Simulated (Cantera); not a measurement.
Mixture: CH4 : O2 : N2 : CO2 = 1 : 3.57 : 13.4 : 1.6 (molar parts), equivalence ratio 0.56, at 1000000 Pa, adiabatic and at constant volume. Ignition delay is the time to a rise of 400 K.

Computed with Cantera and GRI-Mech 3.0 (53 species, 325 reactions).

### Question
Predict: delay at 1273 K; delay at 1423 K; delay at 1573 K; delay at 1723 K; delay at 1873 K; apparent activation energy between 1798 and 1948 K.

### Answer
```json
{
  "delay at 1273 K": "1.65 ms",
  "delay at 1423 K": "0.338 ms",
  "delay at 1573 K": "85.5 µs",
  "delay at 1723 K": "26.4 µs",
  "delay at 1873 K": "9.93 µs",
  "apparent activation energy between 1798 and 1948 K": "170 kJ/mol"
}
```
